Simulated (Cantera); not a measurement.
# Thermodynamics of carbon deposition, reforming and gasification, feed C2H5OH + CO2 + H2

Input: 1 mol C2H5OH, 0.047 mol CO2, 6.3 mol H2, held at 0.00133 bar.

These are equilibrium values from Cantera (NASA tables, ideal gas, pure condensed phases), not measurements of a reactor. Candidate condensed phases: C, C6H6, C7H8, C8H18, H2O; 131 gas species. Ions and electrons are included (thermal ionisation). The numbers say what is thermodynamically allowed, not how fast it happens.

| T (K) | x H | x H2 | x CO | x C | x O | x C3 | n C(graphite) |
|---|---|---|---|---|---|---|---|
| 2500 | 0.462 | 0.451 | 0.0808 | 0.000125 | 1.69e-10 | 0.000373 | 0.792 |
| 3000 | 0.876 | 0.0410 | 0.0565 | 0.0130 | 7.39e-9 | 0.00925 | 0 |
| 3500 | 0.899 | 0.00309 | 0.0532 | 0.0439 | 1.10e-6 | 0.000168 | 0 |
| 4000 | 0.900 | 0.000425 | 0.0529 | 0.0461 | 0.000118 | 6.10e-7 | 0 |
| 4500 | 0.897 | 8.97e-5 | 0.0488 | 0.0499 | 0.00400 | 8.66e-9 | 0 |
| 5000 | 0.876 | 2.47e-5 | 0.0245 | 0.0715 | 0.0270 | 7.03e-10 | 0 |
x: gas mole fraction; n: condensed amount in mol.

At 2500 K the condensed part is C(graphite). From 3000 K to 5000 K nothing is condensed. The main C-bearing gas is CO at 2500 K and C at 5000 K.
